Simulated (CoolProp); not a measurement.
p-xylene along the isotherm 620 K: density (kg/m³) from the reference equation and from simpler models built on Tc = 616.2 K, pc = 35.32 bar, ω = 0.324; each cubic takes its own stable root.

Computed with CoolProp (reference Helmholtz-energy equation of state, Zhou 2012).

```json
[
 {"p (bar)": "1.12", "phase": "gas", "reference": "2.334", "van der Waals": "2.328", "Redlich-Kwong": "2.332", "Soave-Redlich-Kwong": "2.331", "Peng-Robinson": "2.334"},
 {"p (bar)": "1.88", "phase": "gas", "reference": "3.951", "van der Waals": "3.934", "Redlich-Kwong": "3.943", "Soave-Redlich-Kwong": "3.943", "Peng-Robinson": "3.951"},
 {"p (bar)": "3.18", "phase": "gas", "reference": "6.779", "van der Waals": "6.730", "Redlich-Kwong": "6.757", "Soave-Redlich-Kwong": "6.756", "Peng-Robinson": "6.780"},
 {"p (bar)": "5.37", "phase": "gas", "reference": "11.74", "van der Waals": "11.60", "Redlich-Kwong": "11.67", "Soave-Redlich-Kwong": "11.67", "Peng-Robinson": "11.74"},
 {"p (bar)": "9.06", "phase": "gas", "reference": "20.73", "van der Waals": "20.29", "Redlich-Kwong": "20.53", "Soave-Redlich-Kwong": "20.52", "Peng-Robinson": "20.74"},
 {"p (bar)": "15.3", "phase": "gas", "reference": "38.27", "van der Waals": "36.80", "Redlich-Kwong": "37.59", "Soave-Redlich-Kwong": "37.55", "Peng-Robinson": "38.26"},
 {"p (bar)": "25.8", "phase": "gas", "reference": "79.71", "van der Waals": "73.57", "Redlich-Kwong": "76.67", "Soave-Redlich-Kwong": "76.45", "Peng-Robinson": "79.24"},
 {"p (bar)": "43.5", "phase": "supercritical", "reference": "426.6", "van der Waals": "284.2", "Redlich-Kwong": "333.4", "Soave-Redlich-Kwong": "329.5", "Peng-Robinson": "363.0"},
 {"p (bar)": "73.5", "phase": "supercritical", "reference": "503.9", "van der Waals": "341.5", "Redlich-Kwong": "418.2", "Soave-Redlich-Kwong": "416.6", "Peng-Robinson": "462.6"},
 {"p (bar)": "124", "phase": "supercritical", "reference": "552.4", "van der Waals": "380.0", "Redlich-Kwong": "477.5", "Soave-Redlich-Kwong": "476.4", "Peng-Robinson": "530.1"},
 {"p (bar)": "209", "phase": "supercritical", "reference": "596.1", "van der Waals": "413.8", "Redlich-Kwong": "531.6", "Soave-Redlich-Kwong": "530.9", "Peng-Robinson": "590.8"},
 {"p (bar)": "353", "phase": "supercritical", "reference": "640.1", "van der Waals": "445.5", "Redlich-Kwong": "584.2", "Soave-Redlich-Kwong": "583.7", "Peng-Robinson": "649.0"}
]
```
